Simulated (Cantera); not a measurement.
# Stirred combustor or abatement burner

A perfectly stirred reactor is fed with 3.61 % CH₄, 5.05 % C₂H₆, 19.2 % O₂, 72.2 % N₂, at 0.543 atm; it is adiabatic with a 775 K inlet, and is followed from long to short residence time, starting on the burning branch (τ in s: 0.37, 0.16, 0.066, 0.028, 0.012, 0.0051, 0.0022, 0.00094, 0.0004, 0.00017, 7.2e-05).

Computed with Cantera and GRI-Mech 3.0 (53 species, 325 reactions).

```csv
τ (s),T (K),x CH₄,x C₂H₆,x O₂,x C₂H₄,x OH
0.37,2392,7.73e-7,3.91e-8,0.000565,4.86e-8,0.00363
0.16,2387,1.54e-6,8.92e-8,0.000660,1.08e-7,0.00388
0.066,2376,2.89e-6,2.11e-7,0.000857,2.44e-7,0.00435
0.028,2359,4.96e-6,4.79e-7,0.00120,5.12e-7,0.00502
0.012,2335,8.34e-6,1.06e-6,0.00172,1.02e-6,0.00585
0.0051,2305,1.47e-5,2.38e-6,0.00244,2.00e-6,0.00672
0.0022,2273,2.75e-5,5.28e-6,0.00334,3.91e-6,0.00743
0.00094,2243,5.65e-5,1.21e-5,0.00452,8.13e-6,0.00785
0.00040,2213,0.000128,2.91e-5,0.00637,1.88e-5,0.00786
0.00017,2170,0.000332,7.75e-5,0.0104,5.21e-5,0.00717
7.2e-5,2039,0.00149,0.000339,0.0252,0.000310,0.00425
```
x: mole fraction; the columns are a selection and need not sum to one.
